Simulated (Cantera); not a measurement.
A closed system holds: 1 mol SiCl4, 0.017 mol CH4, 3.9 mol H2, 0.01 mol C3H8, equilibrated at 1773 K and 10000 Pa.

Cantera equilibrium calculation (NASA polynomials, part measured and part estimated; ideal gas, pure solids and liquids). Candidate condensed phases: C, C6H6, C7H8, C8H18, Si, SiC; 109 gas species. The tables' values for SiCl3, SiCl are old estimates; treat these amounts as uncertain. Kinetics and transport are ignored.

Base state: H2 0.502, HCl 0.336, SiCl2 0.146, SiCl3 0.0125, SiCl4 0.00181, H 0.000637, SiHCl3 0.000634, Cl 0.000328 (mole fractions); condensed: SiC(s).

Problem. What changes in the equilibrium state with this change: pressure from 10000 Pa to 1000 Pa?

Solution. 
```
species        before     after
-----------  --------  --------
H2              0.502     0.492
HCl             0.336     0.345
SiCl2           0.146     0.155
SiCl3          0.0125   0.00434
Si            4.29e-6   4.24e-5
SiH2Cl2       3.98e-5   4.14e-6
SiHCl3       0.000634   6.90e-5
SiCl4         0.00181  0.000206
SiC(s), mol    0.0470    0.0470
```
